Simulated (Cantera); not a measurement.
A freely propagating, adiabatic, planar premixed flame of CH4 : O2 : N2 = 1 : 1.67 : 4.5 (molar parts), equivalence ratio 1.2, unburnt at 650 K and 110000 Pa; mixture-averaged transport, grid criteria slope 0.08 and curve 0.16, no radiation.

Computed with Cantera and GRI-Mech 3.0 (53 species, 325 reactions). Burning velocities carry a grid error of a few per cent, more on coarse grids.

### Question
What does this change do: CH4 1 to 0.79 parts?

### Answer
```tsv
quantity	before	after
laminar burning velocity	211 cm/s	222 cm/s
thermal thickness	0.224 mm	0.218 mm
peak x(CH2)	0.000190	0.000116
peak x(H2)	0.0505	0.0293
```

### Question
What does this change do: inlet temperature 650 to 675 K?

### Answer
| quantity | before | after |
|---|---|---|
| laminar burning velocity | 211 cm/s | 226 cm/s |
| thermal thickness | 0.224 mm | 0.220 mm |
| peak x(CH2) | 0.000190 | 0.000196 |
| peak x(H2) | 0.0505 | 0.0509 |
